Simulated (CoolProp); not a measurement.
Saturation properties of nitrogen.

The numbers come from the reference Helmholtz-energy equation of state, Span 2000 in CoolProp.

```tsv
T (K)	p (kPa)	vapour density (kg/m³)	enthalpy of vaporisation (kJ/kg)	liquid cp (kJ/(kg K))	liquid conductivity (mW/(m K))
70.6	(withheld)	2.054	207.4	2.016	158
74.6	72.28	3.379	(withheld)	2.030	150
78.6	117.0	(withheld)	197.6	2.048	142
82.6	180.3	7.864	192.0	2.072	134
86.7	(withheld)	11.42	185.9	2.106	126
90.7	382.5	15.96	179.3	2.149	118
94.7	528.2	21.78	172.0	2.208	111
98.7	710.4	(withheld)	163.8	2.286	103
102.7	934.0	38.50	154.7	(withheld)	94.8
106.8	1212	50.68	143.9	2.558	86.7
110.8	1535	65.96	131.7	2.802	78.9
114.8	1916	86.12	117.1	3.212	71.0
```

Q: Complete the blanks.

A: 
- 70.6, p (kPa): 42.05
- 74.6, enthalpy of vaporisation (kJ/kg): 202.6
- 78.6, vapour density (kg/m³): 5.269
- 86.7, p (kPa): 268.7
- 98.7, vapour density (kg/m³): 29.16
- 102.7, liquid cp (kJ/(kg K)): 2.396

It boils at 77.4 K under 1 atm.

Thermal conductivity comes from a separate model (Lemmon 2004).
